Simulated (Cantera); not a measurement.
Input: 1 mol Al, 1.9 mol Cl2, 0.066 mol O2, held at 10.0 Torr.

Equilibrium computed with Cantera from the NASA thermochemical tables; the gas is ideal and each condensed phase is pure. Candidate condensed phases: Al, AlCl3, Al2O3; 17 gas species. Kinetics and transport are ignored.

Over these rows the condensed part is Al2O3(s). Partial pressures as log10 of bar:

```json
[
 {"T (K)": "1173", "1000/T (1/K)": "0.8525", "log p O2": "-9.56", "log p AlCl3": "-2.08", "log p Cl2": "-2.32", "log p Cl": "-3.61"},
 {"T (K)": "1273", "1000/T (1/K)": "0.7855", "log p O2": "-8.46", "log p AlCl3": "-2.09", "log p Cl2": "-2.35", "log p Cl": "-3.19"},
 {"T (K)": "1373", "1000/T (1/K)": "0.7283", "log p O2": "?", "log p AlCl3": "-2.10", "log p Cl2": "-2.41", "log p Cl": "-2.84"},
 {"T (K)": "1473", "1000/T (1/K)": "0.6789", "log p O2": "-6.92", "log p AlCl3": "-2.12", "log p Cl2": "-2.51", "log p Cl": "-2.57"},
 {"T (K)": "1573", "1000/T (1/K)": "0.6357", "log p O2": "-6.51", "log p AlCl3": "-2.15", "log p Cl2": "-2.69", "log p Cl": "-2.38"},
 {"T (K)": "1673", "1000/T (1/K)": "0.5977", "log p O2": "-6.36", "log p AlCl3": "-2.18", "log p Cl2": "-2.95", "log p Cl": "-2.26"}
]
```

Question: Fit log p(O2) = a + b·(1000/T) to the five rows, give the apparent enthalpy, and predict the row at 1373 K.

Answer: Means: 1000/T = 0.7101, log p = -7.562. Sxy = -0.585628, Sxx = 0.0451055, so b = -12.98 and a = -7.562 − (-12.98)×0.7101 = 1.65.
Apparent enthalpy: −19.145 × (-12.98) = 249 kJ/mol. With the condensed phases at unit activity, 2/3 Al2O3(s) + 2 Cl2(g) = O2(g) + 4/3 AlCl3(g) links this pressure to the main gases: over the six rows their terms move log p by -1.13 in all, so the slope isn't that reaction's ΔH° alone. The five rows lie within 0.25 of the line; that is curvature, so one enthalpy describes this range poorly.
Prediction at 1373 K: 1.65 + (-12.98)×0.7283 = -7.80. The computed value is -7.58, 0.22 from the line.
